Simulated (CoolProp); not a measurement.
A Linde-Hampson liquefier for nitrogen: isothermal reversible compression at 300 K from 1 atm to 30 MPa, throttling to 1 atm, return gas leaving the recuperator 5 K below the feed. Each further row changes one setting.

The numbers come from the reference Helmholtz-energy equation of state, Span 2000 in CoolProp.

| case | liquid yield per pass | compression work (kJ/kg of gas) |
|---|---|---|
| as stated | 0.078 | 511 |
| high pressure 60 MPa | ___ | ___ |
| warm-end temperature 330 K | 0.054 | ___ |
| warm-end gap 10 K | 0.066 | 511 |

Q: Complete the blanks.

A: 
- high pressure 60 MPa, liquid yield per pass: 0.069
- high pressure 60 MPa, compression work (kJ/kg of gas): 591
- warm-end temperature 330 K, compression work (kJ/kg of gas): 566
